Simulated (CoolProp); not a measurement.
Vapour-liquid equilibrium of R143a (1) + dimethyl ether (2) at 12.25 °C; x and y are mole fractions of (1).

The numbers come from the multi-fluid Helmholtz-energy mixture model, Lemmon and Jacobsen 2000 and Wu 2011; pair parameters Bell 2016 in CoolProp.

| x | bubble pressure, mixture model (MPa) | bubble pressure, Raoult's law (MPa) | y, mixture model | y, Raoult's law |
|---|---|---|---|---|
| 0.05 | … | 0.4258 | … | 0.105 |
| 0.2 | … | 0.4994 | 0.351 | 0.357 |
| 0.35 | 0.5886 | 0.5730 | … | 0.545 |
| 0.5 | 0.6609 | 0.6466 | 0.661 | 0.690 |
| 0.65 | 0.7309 | 0.7202 | 0.775 | 0.805 |
| 0.8 | … | 0.7938 | … | 0.899 |
| 0.95 | … | 0.8674 | 0.970 | 0.977 |

What belongs in the gaps?


- 0.05, bubble pressure, mixture model (MPa): 0.4302
- 0.05, y, mixture model: 0.107
- 0.2, bubble pressure, mixture model (MPa): 0.5123
- 0.35, y, mixture model: 0.525
- 0.8, bubble pressure, mixture model (MPa): 0.7998
- 0.8, y, mixture model: 0.876
- 0.95, bubble pressure, mixture model (MPa): 0.8688

The largest gap from Raoult's law is +2.7 % in bubble pressure, at x = 0.35. No azeotrope shows between x = 0.05 and 0.95.

Pair parameters are fitted to limited data, so mixtures are less certain than the pure fluids.
